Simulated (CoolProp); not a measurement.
1-butene along the isobar 5.74 MPa: fugacity coefficient from the reference equation and from simpler models built on Tc = 146.1 °C, pc = 4.006 MPa, ω = 0.192; each cubic takes its own stable root.

Values from CoolProp's reference Helmholtz-energy equation of state, Lemmon 2005. It is a short technical equation, of lower accuracy than the large ones.

```csv
T (°C),phase,reference
-0.75,liquid,0.02600
17.15,liquid,0.04668
35.15,liquid,0.07708
53.05,liquid,0.1182
71.05,liquid,0.1711
88.95,liquid,0.2350
106.95,liquid,0.3093
124.95,liquid,0.3916
142.85,liquid,0.4779
160.85,supercritical,0.5630
178.75,supercritical,0.6318
196.75,supercritical,0.6814
214.65,supercritical,0.7208
232.65,supercritical,0.7539
```

Question: How far does each simpler model (van der Waals, Soave-Redlich-Kwong) lie from the reference over these 14 states: mean and median of the absolute difference, and the worst?

Answer: 
- van der Waals: mean 75.5 %, median 27.7 %, worst +350.0 % at -0.75 °C and 5.74 MPa
- Soave-Redlich-Kwong: mean 3.0 %, median 3.0 %, worst +4.3 % at 106.95 °C and 5.74 MPa
